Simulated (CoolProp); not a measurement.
Saturation properties of R1234yf (Tc = 367.8 K, pc = 33.84 bar, ω = 0.276).

Values from CoolProp's reference Helmholtz-energy equation of state, Lemmon 2022.

```csv
T (K),p (bar),liquid density (kg/m³),liquid viscosity (µPa s),liquid conductivity (mW/(m K))
240.5,0.8787,1272,303,82.7
256.1,1.696,1228,246,77.2
271.6,2.996,1181,202,72.0
287.2,4.959,1130,166,66.9
302.7,7.741,1075,137,62.2
318.3,11.58,1012,113,57.6
333.8,16.66,937.1,91.6,53.1
349.4,23.32,839.1,72.6,48.6
```

It boils at 243.7 K under 1 atm.

Viscosity comes from a separate model (Bell 2016), an estimate that may be off by 10 % or more. Thermal conductivity comes from a separate model (Perkins 2011).
